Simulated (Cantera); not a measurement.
Input (Python, Cantera) and output of one run.

```python
import numpy as np
import cantera as ct

gas_names = """
    C CH CH2 CH3 CH2OH CH3O CH4 CH3OH CO CO2 COOH C2 C2H CHCO,ketyl C2H2,acetylene C2H2,vinylidene
    CH2CO,ketene C2H3,vinyl CH3CO,acetyl C2H4 C2H4O,ethylen CH3CHO,ethanal CH3COOH (HCOOH)2 C2H5 C2H6
    CH3OCH3 C2H5OH C2O C3 C3H3,propargyl C3H4,allene C3H4,propyne C3H4,cyclo- C3H5,allyl C3H6,propylene
    C3H6,cyclo- C3H6O C3H7,n-propyl C3H7,i-propyl C3H8 C3H8O,1propanol C3H8O,2propanol C3O2 C4 C4H2
    C4H4,1,3-cyclo- C4H6,butadiene C4H6,2-butyne C4H6,cyclo- C4H8,1-butene C4H8,cis2-buten
    C4H8,tr2-butene C4H8,isobutene C4H8,cyclo- (CH3COOH)2 C4H9,n-butyl C4H9,i-butyl C4H9,s-butyl
    C4H9,t-butyl C4H10,isobutane C4H10,n-butane C5 C5H6,1,3cyclo- C5H8,cyclo- C5H10,1-pentene
    C5H10,cyclo- C5H11,pentyl C5H11,t-pentyl C5H12,n-pentane C5H12,i-pentane CH3C(CH3)2CH3 C6H2
    C6H5,phenyl C6H5O,phenoxy C6H6 C6H5OH,phenol C6H10,cyclo- C6H12,1-hexene C6H12,cyclo- C6H13,n-hexyl
    C7H7,benzyl C7H8 C7H8O,cresol C7H14,1-heptene C7H15,n-heptyl C7H16,n-heptane C8H8,styrene
    C8H10,ethylbenz C8H16,1-octene C8H17,n-octyl C8H18,isooctane C8H18,n-octane C9H19,n-nonyl
    C10H8,naphthale C10H21,n-decyl C12H9,o-bipheny C12H10,bipheny H HCO HO2 H2 HCHO,formaldehy HCOOH H2O
    H2O2 O OH O2 O3 Ta TaO TaO2
""".split()
cond_names = """
    C(gr) C6H6(L) C7H8(L) C8H18(L),n-octa H2O(s) H2O(L) Ta(cr) Ta(L) TaC(s) TaC(L) Ta2O5(s) Ta2O5(L)
""".split()


def load(file, names, dense=False):
    # The tables refer to 1 bar. Condensed volumes are neglected.
    table = {s.name: s for s in ct.Species.list_from_file(file)}
    out = []
    for n in names:
        d = dict(table[n].input_data)
        d["thermo"] = dict(d["thermo"], **{"reference-pressure": 1e5})
        if dense:
            d["equation-of-state"] = {"model": "constant-volume", "density": "1e6 g/cm^3"}
        out.append(ct.Species.from_dict(d))
    return out


gas = ct.Solution(thermo="ideal-gas", species=load("nasa_gas.yaml", gas_names))
cond = {s.name: ct.Solution(thermo="fixed-stoichiometry", species=[s], name=s.name)
        for s in load("nasa_condensed.yaml", cond_names, dense=True)}
atoms = {
    'Ta(OEt)5': {'Ta': 1, 'C': 10, 'H': 25, 'O': 5},
    'O2': {'O': 2},
}
top_T = {'C(gr)': 4500}  # K; cautious upper limits of use, not melting points


def equilibrate(T, P, feed):
    n = {}
    for name, mol in feed.items():
        for a, k in atoms[name].items():
            n[a] = n.get(a, 0.0) + k * mol
    gas.TPX = T, P, n
    mass = sum(n.values()) * gas.mean_molecular_weight
    gas.equilibrate("TP")
    valid = [c for c in cond.values() if c.min_temp <= T <= top_T.get(c.name, c.max_temp)]
    mix = ct.Mixture([(gas, mass / gas.mean_molecular_weight)] + [(c, 0.0) for c in valid])
    mix.T, mix.P = T, P
    mix.equilibrate("TP", solver="vcs", rtol=1e-11, max_steps=5000)
    return mix


results = []
feed = {'Ta(OEt)5': 1, 'O2': 0.019}  # mol
P = 80000  # Pa
for T in [975, 1125, 1275, 1425, 1575, 1725, 1875, 2025, 2175, 2325, 2475, 2625, 2775]:
    mix = equilibrate(T, P, feed)
    results.append((T, P, feed, dict(zip(mix.species_names, mix.species_moles))))
    x = sorted(zip(gas.X, gas.species_names), reverse=True)
    print(f"T = {T:g} K  P = {P:g} Pa  gas = {mix.phase_moles(0):.4g} mol")
    print("   x: " + "  ".join(f"{s} {v:.3e}" for v, s in x if v > 1e-06))
    print("   condensed (mol): " + ("  ".join(f"{mix.phase(i).name} {mix.phase_moles(i):.4g}"
          for i in range(1, mix.n_phases) if mix.phase_moles(i) > 1e-12) or "none"))
```

It prints:

```
T = 975 K  P = 80000 Pa  gas = 13.49 mol
   x: H2 7.644e-01  CO 1.211e-01  CH4 5.874e-02  H2O 4.449e-02  CO2 1.126e-02
   condensed (mol): C(gr) 7.422  Ta2O5(s) 0.5
T = 1125 K  P = 80000 Pa  gas = 14.69 mol
   x: H2 8.133e-01  CO 1.634e-01  CH4 1.527e-02  H2O 6.836e-03  CO2 1.248e-03
   condensed (mol): C(gr) 7.356  Ta2O5(s) 0.5
T = 1275 K  P = 80000 Pa  gas = 16.27 mol
   x: H2 7.580e-01  CO 2.357e-01  CH4 4.260e-03  H2O 1.667e-03  CO2 3.117e-04
   condensed (mol): C(gr) 5.555  TaC(s) 0.5341  Ta2O5(s) 0.233
T = 1425 K  P = 80000 Pa  gas = 17.5 mol
   x: H2 7.107e-01  CO 2.872e-01  CH4 1.522e-03  H2O 4.960e-04  CO2 8.812e-05  H 6.429e-06  C2H2,acetylene 2.505e-06
   condensed (mol): C(gr) 3.945  TaC(s) 1
T = 1575 K  P = 80000 Pa  gas = 17.52 mol
   x: H2 7.117e-01  CO 2.873e-01  CH4 7.369e-04  H2O 1.679e-04  H 3.920e-05  CO2 2.336e-05  C2H2,acetylene 1.502e-05  C2H4 1.191e-06
   condensed (mol): C(gr) 3.952  TaC(s) 1
T = 1725 K  P = 80000 Pa  gas = 17.53 mol
   x: H2 7.120e-01  CO 2.873e-01  CH4 4.050e-04  H 1.752e-04  H2O 6.882e-05  C2H2,acetylene 6.560e-05  CO2 7.891e-06  CH3 2.025e-06  C2H4 1.504e-06
   condensed (mol): C(gr) 3.954  TaC(s) 1
T = 1875 K  P = 80000 Pa  gas = 17.54 mol
   x: H2 7.117e-01  CO 2.872e-01  H 6.182e-04  CH4 2.455e-04  C2H2,acetylene 2.255e-04  H2O 3.264e-05  CH3 4.286e-06  CO2 3.202e-06  C2H4 1.824e-06
   condensed (mol): C(gr) 3.95  TaC(s) 1
T = 2025 K  P = 80000 Pa  gas = 17.55 mol
   x: H2 7.103e-01  CO 2.870e-01  H 1.814e-03  C2H2,acetylene 6.428e-04  CH4 1.605e-04  H2O 1.733e-05  CH3 8.079e-06  C2H4 2.143e-06  CO2 1.498e-06
   condensed (mol): C(gr) 3.937  TaC(s) 1
T = 2175 K  P = 80000 Pa  gas = 17.58 mol
   x: H2 7.071e-01  CO 2.866e-01  H 4.589e-03  C2H2,acetylene 1.578e-03  CH4 1.110e-04  CH3 1.387e-05  H2O 1.004e-05  C2H4 2.448e-06  C4H2 1.432e-06
   condensed (mol): C(gr) 3.904  TaC(s) 1
T = 2325 K  P = 80000 Pa  gas = 17.63 mol
   x: H2 7.004e-01  CO 2.858e-01  H 1.029e-02  C2H2,acetylene 3.424e-03  CH4 8.005e-05  CH3 2.199e-05  C4H2 6.864e-06  H2O 6.220e-06  C2H4 2.719e-06  C2H 2.420e-06  C2H2,vinylidene 1.409e-06
   condensed (mol): C(gr) 3.839  TaC(s) 1
T = 2475 K  P = 80000 Pa  gas = 17.72 mol
   x: H2 6.880e-01  CO 2.843e-01  H 2.087e-02  C2H2,acetylene 6.691e-03  CH4 5.918e-05  CH3 3.246e-05  C4H2 2.685e-05  C2H 1.381e-05  C2H2,vinylidene 4.788e-06  H2O 4.049e-06  C2H4 2.927e-06  CH2 2.023e-06
   condensed (mol): C(gr) 3.72  TaC(s) 1
T = 2625 K  P = 80000 Pa  gas = 17.88 mol
   x: H2 6.673e-01  CO 2.817e-01  H 3.878e-02  C2H2,acetylene 1.192e-02  C4H2 8.823e-05  C2H 6.396e-05  CH3 4.478e-05  CH4 4.415e-05  C2H2,vinylidene 1.388e-05  CH2 5.582e-06  C3 3.949e-06  C2H4 3.034e-06  H2O 2.725e-06  C3H3,propargyl 2.125e-06  C2H3,vinyl 1.842e-06  C 1.068e-06  HCO 1.050e-06
   condensed (mol): C(gr) 3.524  TaC(s) 1
T = 2775 K  P = 80000 Pa  gas = 18.15 mol
   x: H2 6.354e-01  CO 2.776e-01  H 6.673e-02  C2H2,acetylene 1.948e-02  C4H2 2.486e-04  C2H 2.476e-04  CH3 5.769e-05  C2H2,vinylidene 3.498e-05  CH4 3.268e-05  C3 2.894e-05  CH2 1.348e-05  C 6.251e-06  C3H3,propargyl 4.466e-06  C2H3,vinyl 3.438e-06  C6H2 3.349e-06  C2H4 2.999e-06  CH 2.989e-06  C2 2.812e-06  H2O 1.866e-06  HCO 1.472e-06
   condensed (mol): C(gr) 3.222  TaC(s) 1
```

Method: chemical equilibrium by Gibbs-energy minimisation in Cantera with the NASA 1993 tables (ideal gas, pure condensed phases). The feed counts by its element totals alone. Mutual solubility and eutectic melting of coexisting phases are not modelled. TaC: taken at fixed stoichiometry. Condensed phases not in the tables: Ta2C.
